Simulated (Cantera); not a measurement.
What does this Cantera script print?

```python
import numpy as np
import cantera as ct

gas_names = [...]  # 110 gases of nasa_gas.yaml made of C, F, H
cond_names = """
    C(gr) C6H6(L) C7H8(L) C8H18(L),n-octa
""".split()


# ... load() reads the species with a 1 bar reference pressure and builds the phases ...
atoms = {
    'CH3F': {'C': 1, 'H': 3, 'F': 1},
    'F2': {'F': 2},
}
top_T = {'C(gr)': 4500}  # K; cautious upper limits of use, not melting points


# ... equilibrate(T, P, feed) seeds the gas with the atoms and calls Mixture.equilibrate('TP', solver="vcs", rtol=1e-11, max_steps=5000) ...
results = []
feed = {'CH3F': 1, 'F2': 0.014}  # mol
P = 1800  # Pa
for T in [3000, 3250, 3500, 3750, 4000, 4250, 4500, 4750, 5000]:
    mix = equilibrate(T, P, feed)
    results.append((T, P, feed, dict(zip(mix.species_names, mix.species_moles))))
    x = sorted(zip(gas.X, gas.species_names), reverse=True)
    print(f"T = {T:g} K  P = {P:g} Pa  gas = {mix.phase_moles(0):.4g} mol")
    print("   x: " + "  ".join(f"{s} {v:.3e}" for v, s in x if v > 1e-05))
    print("   condensed (mol): " + ("  ".join(f"{mix.phase(i).name} {mix.phase_moles(i):.4g}"
          for i in range(1, mix.n_phases) if mix.phase_moles(i) > 1e-12) or "none"))
```

Output:

```
T = 3000 K  P = 1800 Pa  gas = 2.682 mol
   x: H 4.405e-01  HF 3.752e-01  H2 1.401e-01  C3 1.733e-02  C2H2,acetylene 8.715e-03  F 7.301e-03  C2H 4.710e-03  C 2.816e-03  C2 1.761e-03  CF 8.447e-04  C5 3.172e-04  C4H2 2.262e-04  CH 6.350e-05  C4 5.857e-05  C2H2,vinylidene 2.748e-05  C2HF 1.585e-05  CH2 1.004e-05
   condensed (mol): C(gr) 0.7614
T = 3250 K  P = 1800 Pa  gas = 3.294 mol
   x: H 5.219e-01  HF 2.793e-01  C3 7.595e-02  H2 4.758e-02  F 2.882e-02  C 1.825e-02  C2 1.122e-02  C2H 7.896e-03  CF 3.877e-03  C2H2,acetylene 3.016e-03  C5 1.460e-03  C4 3.599e-04  CH 1.641e-04  C4H2 7.979e-05  CF2 2.089e-05  C2HF 2.079e-05  C2H2,vinylidene 1.615e-05
   condensed (mol): none
T = 3500 K  P = 1800 Pa  gas = 3.739 mol
   x: H 5.785e-01  HF 1.843e-01  F 8.318e-02  C3 5.289e-02  C 5.270e-02  C2 1.855e-02  H2 1.728e-02  CF 7.388e-03  C2H 3.988e-03  C2H2,acetylene 3.783e-04  C5 3.610e-04  CH 2.064e-04  C4 1.965e-04  CF2 2.875e-05
   condensed (mol): none
T = 3750 K  P = 1800 Pa  gas = 4.3 mol
   x: H 5.980e-01  F 1.463e-01  C 1.113e-01  HF 8.510e-02  C3 2.305e-02  C2 2.035e-02  CF 7.623e-03  H2 6.405e-03  C2H 1.480e-03  CH 2.005e-04  C4 5.882e-05  C5 4.571e-05  C2H2,acetylene 3.976e-05  CF2 1.570e-05
   condensed (mol): none
T = 4000 K  P = 1800 Pa  gas = 4.731 mol
   x: H 5.969e-01  F 1.811e-01  C 1.647e-01  HF 3.162e-02  C2 1.304e-02  C3 5.056e-03  CF 4.539e-03  H2 2.524e-03  C2H 3.562e-04  CH 1.457e-04  Electron 1.121e-05
   condensed (mol): none
T = 4250 K  P = 1800 Pa  gas = 4.919 mol
   x: H 5.958e-01  F 1.952e-01  C 1.875e-01  HF 1.176e-02  C2 5.714e-03  CF 2.063e-03  H2 1.108e-03  C3 6.935e-04  CH 8.860e-05  C2H 6.579e-05  Electron 2.218e-05  CF+ 1.163e-05  C+ 1.064e-05
   condensed (mol): none
T = 4500 K  P = 1800 Pa  gas = 4.985 mol
   x: H 5.960e-01  F 2.006e-01  C 1.946e-01  HF 4.698e-03  C2 2.346e-03  CF 9.088e-04  H2 5.348e-04  C3 9.379e-05  CH 5.275e-05  Electron 4.568e-05  C+ 3.401e-05  C2H 1.255e-05  CF+ 1.158e-05
   condensed (mol): none
T = 4750 K  P = 1800 Pa  gas = 5.009 mol
   x: H 5.963e-01  F 2.028e-01  C 1.970e-01  HF 2.035e-03  C2 1.014e-03  CF 4.207e-04  H2 2.786e-04  Electron 9.644e-05  C+ 8.574e-05  CH 3.247e-05  C3 1.470e-05  CF+ 1.013e-05
   condensed (mol): none
T = 5000 K  P = 1800 Pa  gas = 5.02 mol
   x: H 5.963e-01  F 2.036e-01  C 1.978e-01  HF 9.526e-04  C2 4.697e-04  CF 2.075e-04  Electron 1.981e-04  C+ 1.878e-04  H2 1.548e-04  CH 2.083e-05
   condensed (mol): none
```

Cantera equilibrium calculation (NASA polynomials, part measured and part estimated; ideal gas, pure solids and liquids).
